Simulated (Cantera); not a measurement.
An isothermal, constant-pressure homogeneous reactor starts with 15.9 % N2O, 84.1 % N2, at 1600 K and 44.3 Torr.

Detailed kinetics in Cantera: GRI-Mech 3.0 (53 species, 325 reactions). GRI-Mech 3.0 was tuned for natural gas; its chemistry of N2O as a main component is partial and can be far from experiment. The temperature is held fixed by assumption; the heat of reaction is taken as removed at once.

One state of this run: x N2O = 6.03e-7; x NO2 = 2.06e-5; x NO = 0.0424; x O = 1.38e-5; x N2 = 0.905; x O2 = 0.0523. x: mole fraction; the columns are a selection and need not sum to one.

Q: Which value of t (s) does it belong to?
A. 0.000561
B. 29.8
C. 0.000168
D. 0.00630

A: B, 29.8
